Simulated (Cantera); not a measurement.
An adiabatic, constant-volume homogeneous reactor starts with C3H8 : O2 : N2 = 1 : 4.55 : 17.1 (molar parts), equivalence ratio 1.1, at 1125 K and 0.870 bar. Integrator tolerance rtol = 1e-08.

Cantera simulation using GRI-Mech 3.0 (53 species, 325 reactions); the numbers are that mechanism's predictions, not measurements. GRI-Mech 3.0 was tuned for natural gas; its chemistry of propane as a main component is partial and can be far from experiment.

Q: What does this change do: 0.14 parts H2 added?

A: 
```
quantity                                                            before                                    after
---------------------------------  ---------------------------------------  ---------------------------------------
time of steepest temperature rise                                  32.0 ms                                  27.8 ms
temperature at 2.00 s                                               2852 K                                   2856 K
equilibrium temperature                                             2852 K                                   2856 K
x(C3H8) at 2.00 s                    <1e-12 (gas-phase equilibrium <1e-12)    <1e-12 (gas-phase equilibrium <1e-12)
x(O2) at 2.00 s                      0.0132 (gas-phase equilibrium 0.0132)    0.0122 (gas-phase equilibrium 0.0122)
x(HO2) at 2.00 s                   5.66e-6 (gas-phase equilibrium 5.66e-6)  5.45e-6 (gas-phase equilibrium 5.45e-6)
x(H2O) at 2.00 s                       0.128 (gas-phase equilibrium 0.128)      0.131 (gas-phase equilibrium 0.131)
x(H2O2) at 2.00 s                  3.14e-7 (gas-phase equilibrium 3.14e-7)  3.12e-7 (gas-phase equilibrium 3.12e-7)
x(NO) at 2.00 s                    0.00923 (gas-phase equilibrium 0.00923)  0.00891 (gas-phase equilibrium 0.00891)
```

Q: What does this change do: initial temperature 1125 to 1448 K?

A: 
```tsv
quantity	before	after
time of steepest temperature rise	32.0 ms	0.134 ms
temperature at 2.00 s	2852 K	2933 K
equilibrium temperature	2852 K	2933 K
x(C3H8) at 2.00 s	<1e-12 (gas-phase equilibrium <1e-12)	<1e-12 (gas-phase equilibrium <1e-12)
x(O2) at 2.00 s	0.0132 (gas-phase equilibrium 0.0132)	0.0167 (gas-phase equilibrium 0.0167)
x(HO2) at 2.00 s	5.66e-6 (gas-phase equilibrium 5.66e-6)	7.16e-6 (gas-phase equilibrium 7.16e-6)
x(H2O) at 2.00 s	0.128 (gas-phase equilibrium 0.128)	0.117 (gas-phase equilibrium 0.117)
x(H2O2) at 2.00 s	3.14e-7 (gas-phase equilibrium 3.14e-7)	3.31e-7 (gas-phase equilibrium 3.31e-7)
x(NO) at 2.00 s	0.00923 (gas-phase equilibrium 0.00923)	0.0115 (gas-phase equilibrium 0.0115)
```
